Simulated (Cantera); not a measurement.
An adiabatic, constant-volume homogeneous reactor starts with CH4 : CO : O2 : N2 = 1 : 0.2 : 4.12 : 15.5 (molar parts), at 975 K and 1.00 bar. Integrator tolerance rtol = 1e-08.

Cantera simulation using GRI-Mech 3.0 (53 species, 325 reactions); the numbers are that mechanism's predictions, not measurements. Below about 1000 K GRI-Mech 3.0 lacks low-temperature oxidation paths.

```csv
quantity,before,after
time of steepest temperature rise,1.46 s,1.49 s
temperature at 8.00 s,2296 K,2052 K
equilibrium temperature,2296 K,2052 K
x(CH4) at 8.00 s,<1e-12 (gas-phase equilibrium <1e-12),<1e-12 (gas-phase equilibrium <1e-12)
x(CO) at 8.00 s,0.00139 (gas-phase equilibrium 0.00139),0.000380 (gas-phase equilibrium 0.000380)
x(O2) at 8.00 s,0.0915 (gas-phase equilibrium 0.0915),0.0941 (gas-phase equilibrium 0.0941)
x(NO) at 8.00 s,0.0100 (gas-phase equilibrium 0.0100),0.00571 (gas-phase equilibrium 0.00575)
x(HCO) at 8.00 s,8.12e-11 (gas-phase equilibrium 8.12e-11),3.21e-12 (gas-phase equilibrium 3.20e-12)
x(H2O2) at 8.00 s,1.90e-7 (gas-phase equilibrium 1.90e-7),6.42e-8 (gas-phase equilibrium 6.42e-8)
```

### Question
What was changed between the two runs?
A) constant pressure in place of constant volume
B) pressure from 1.00 bar to 10.0 bar
C) initial temperature 975 to 1275 K
D) CH4 1 to 0.68 parts

### Answer
A, constant pressure in place of constant volume
